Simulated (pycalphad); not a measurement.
Computed with pycalphad from the COST 507 light-alloy database (1999), at 1 atm. No gas phase is included, though pure Al would boil below 2850 K. The database dates from 1999; later assessments differ in places, in temperatures and in the compounds included. The system is extrapolated from its subsystems; higher-order compounds may be missing. Kinetics are ignored, which matters at the lower temperatures.

Problem. How does the equilibrium phase assembly of Ti-0.31Al-0.95C (at.%) change on cooling from 2850 K to 550 K?

Solution. 
| T (K) | phases above | phases below |
|---|---|---|
| 1938.3 | liquid | bcc + liquid |
| 1937.4 | bcc + liquid | bcc |
| 1436.9 | bcc | bcc + fcc |
| 1188.6 | bcc + fcc | bcc + hcp |
| 1178.5 | bcc + hcp | hcp |
| 1073.7 | hcp | fcc + hcp |
Changes were sought between steps of 100 K, so a narrower field can be missed.

The fcc model also describes the rock-salt carbide or nitride (TiC, TiN, HfC).
